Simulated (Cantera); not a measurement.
Feed: 1 mol SiC, 3.9 mol H2O, 100 mol H2, equilibrated at 975 K and 7.60e-5 bar.

These are equilibrium values from Cantera (NASA tables, ideal gas, pure condensed phases), not measurements of a reactor. Candidate condensed phases: C, C6H6, C7H8, C8H18, H2O, Si, SiC, SiO2; 123 gas species. Rates play no part.

Base state: H2 0.982, CO 0.00940, H2O 0.00845, CO2 0.000129 (mole fractions); condensed: SiO2(β-quartz).

What changes in the equilibrium state with this change: temperature from 975 K to 2023 K?


```tsv
species	before	after
H2	0.982	0.775
H	1.30e-7	0.192
H2O	0.00845	0.0157
SiO	<1e-9	0.00853
OH	<1e-9	0.000405
O	<1e-9	7.28e-5
CO2	0.000129	3.69e-5
SiO2(β-quartz), mol	1.00	0
```
